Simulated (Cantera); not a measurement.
## Equilibrium for metals in furnace atmospheres: Ti + O2 + H2

Feed: 1 mol Ti, 0.066 mol O2, 1.5 mol H2, at 28.0 Pa.

Equilibrium computed with Cantera from the NASA thermochemical tables; the gas is ideal and each condensed phase is pure. Candidate condensed phases: H2O, Ti, TiO, TiO2, Ti2O3, Ti3O5, Ti4O7; 12 gas species. Mutual solubility and eutectic melting of coexisting phases are not modelled. TiO: taken at fixed stoichiometry. Condensed phases not in the tables: N, O or C dissolved in the metal. The numbers say what is thermodynamically allowed, not how fast it happens.

| T (K) | x H2 | x H | x Ti | x TiO | n Ti(α) | n TiO(s) | n Ti(β) |
|---|---|---|---|---|---|---|---|
| 1000 | 1.00 | 1.36e-7 | <1e-12 | <1e-12 | 0.868 | 0.132 | 0 |
| 1050 | 1.00 | 4.85e-7 | <1e-12 | <1e-12 | 0.868 | 0.132 | 0 |
| 1100 | 1.000 | 1.55e-6 | 5.38e-12 | <1e-12 | 0.868 | 0.132 | 0 |
| 1150 | 1.000 | 4.46e-6 | 4.96e-11 | <1e-12 | 0.868 | 0.132 | 0 |
| 1200 | 1.000 | 1.18e-5 | 3.72e-10 | <1e-12 | 0 | 0.132 | 0.868 |
| 1250 | 1.000 | 2.89e-5 | 2.37e-9 | 3.29e-12 | 0 | 0.132 | 0.868 |
| 1300 | 1.000 | 6.61e-5 | 1.31e-8 | 2.78e-11 | 0 | 0.132 | 0.868 |
| 1350 | 1.000 | 0.000142 | 6.37e-8 | 1.99e-10 | 0 | 0.132 | 0.868 |
| 1400 | 1.000 | 0.000291 | 2.76e-7 | 1.23e-9 | 0 | 0.132 | 0.868 |
| 1450 | 0.999 | 0.000565 | 1.08e-6 | 6.70e-9 | 0 | 0.132 | 0.868 |
| 1500 | 0.999 | 0.00105 | 3.85e-6 | 3.24e-8 | 0 | 0.132 | 0.868 |
| 1550 | 0.998 | 0.00188 | 1.26e-5 | 1.41e-7 | 0 | 0.132 | 0.868 |
x: gas mole fraction; n: condensed amount in mol.

From 1000 K to 1150 K the condensed part is Ti(α) + TiO(s). From 1200 K to 1550 K the condensed part is Ti(β) + TiO(s).
